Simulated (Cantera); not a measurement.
Input: 1 mol Cr, 0.84 mol O2, at 1 atm.

Method: chemical equilibrium by Gibbs-energy minimisation in Cantera with the NASA 1993 tables (ideal gas, pure condensed phases). Candidate condensed phases: Cr, Cr2O3; 7 gas species. The numbers say what is thermodynamically allowed, not how fast it happens.

x: gas mole fraction; n: condensed amount in mol.

```
T (K)   x O2       x O    x CrO2  x CrO3     x CrO      x Cr  n Cr2O3(s)
-----  -----  --------  --------  ------  --------  --------  ----------
1300    1.00   1.76e-7  7.34e-12     [?]    <1e-12    <1e-12       0.500
1400   1.000   9.40e-7  1.69e-10     [?]    <1e-12    <1e-12       0.500
1500   1.000   4.03e-6   2.52e-9     [?]    <1e-12    <1e-12       0.500
1600   1.000   1.44e-5   2.67e-8     [?]    <1e-12    <1e-12       0.500
1700   1.000   4.44e-5   2.12e-7     [?]  1.04e-11    <1e-12       0.500
1800   1.000  0.000121   1.33e-6     [?]  1.83e-10    <1e-12       0.500
1900   1.000  0.000296   6.80e-6     [?]   2.36e-9    <1e-12       0.500
2000   0.999  0.000664   2.94e-5     [?]   2.34e-8  9.94e-12       0.500
2100   0.998   0.00138  0.000110     [?]   1.86e-7  1.46e-10       0.500
2200   0.997   0.00268  0.000363     [?]   1.21e-6   1.66e-9       0.500
2300   0.994   0.00492   0.00107     [?]   6.70e-6   1.53e-8       0.500
2400   0.988   0.00856   0.00288     [?]   3.19e-5   1.17e-7       0.500
2500   0.977    0.0142   0.00710     [?]  0.000134   7.65e-7       0.500
```

Task: Complete the blanks.

Result: 
- 1300, x CrO3: 1.60e-8
- 1400, x CrO3: 9.03e-8
- 1500, x CrO3: 4.01e-7
- 1600, x CrO3: 1.47e-6
- 1700, x CrO3: 4.60e-6
- 1800, x CrO3: 1.26e-5
- 1900, x CrO3: 3.09e-5
- 2000, x CrO3: 6.90e-5
- 2100, x CrO3: 0.000142
- 2200, x CrO3: 0.000272
- 2300, x CrO3: 0.000491
- 2400, x CrO3: 0.000838
- 2500, x CrO3: 0.00136
